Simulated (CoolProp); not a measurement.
Vapour-liquid equilibrium of CH2F2 (R32) (1) + R152A (2) at 309 K; x and y are mole fractions of (1).

Computed with CoolProp (multi-fluid Helmholtz-energy mixture model, Tillner-Roth 1997 and Outcalt 1996; pair parameters Bell 2016).

```csv
x,"bubble pressure, mixture model (MPa)","bubble pressure, Raoult's law (MPa)","y, mixture model","y, Raoult's law"
0.05,0.8778,0.8839,0.107,0.127
0.125,0.9760,0.9907,0.242,0.282
0.2,1.075,1.098,0.356,0.408
0.275,1.175,1.204,0.453,0.511
0.35,1.276,1.311,0.537,0.597
0.425,1.379,1.418,0.611,0.670
0.5,1.483,1.525,0.677,0.734
0.575,1.589,1.632,0.737,0.788
0.65,1.697,1.738,0.791,0.836
0.725,1.807,1.845,0.841,0.879
0.8,1.920,1.952,0.888,0.917
0.875,2.036,2.059,0.932,0.951
0.95,2.155,2.166,0.973,0.981
```

The largest gap from Raoult's law is -2.8 % in bubble pressure, at x = 0.425. No azeotrope shows between x = 0.05 and 0.95.

The pair parameters rest on a limited set of measurements; away from them the model extrapolates.
